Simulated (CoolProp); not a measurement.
Properties of octamethylcyclotetrasiloxane (D4) along the isobar 78 bar (Tc = 586.5 K, pc = 13.47 bar, ω = 0.598).

Values from CoolProp's reference Helmholtz-energy equation of state, Thol 2015.

```csv
T (K),phase,cp (kJ/(kg K)),speed of sound (m/s)
526.1,liquid,?,425.2
537.9,liquid,?,405.3
549.6,liquid,2.164,?
561.3,liquid,2.185,368.0
573.1,liquid,?,?
584.8,liquid,2.227,333.6
596.5,supercritical,2.247,317.8
608.3,supercritical,2.266,302.6
620,supercritical,2.285,288.6
```

### Question
Complete the blanks.

### Answer

- 526.1, cp (kJ/(kg K)): 2.119
- 537.9, cp (kJ/(kg K)): 2.142
- 549.6, speed of sound (m/s): 386.3
- 573.1, cp (kJ/(kg K)): 2.207
- 573.1, speed of sound (m/s): 350.4
